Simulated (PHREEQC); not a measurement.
## Alkaline etch or developer: speciation

Make-up at 85 °C: 81 mmol/kgw LiOH, 23 mmol/kgw H3BO3 and 16 mmol/kgw (CH3)4NCl. Closed to the air; pH follows from the charge balance.

Model: ion-association model, wateq4f.dat, run in PHREEQC.

This is a speciation only: nothing precipitates in the calculation.

What pH, ionic strength does the model give?

pH 11.15; ionic strength 0.0970 mol/kgw.

(CH3)4N+ isn't in the database: it is added as a free cation with an ion size of 4 Å. Away from 25 °C the constants follow the database's enthalpies or fits; those with neither stay at their 25 °C values.
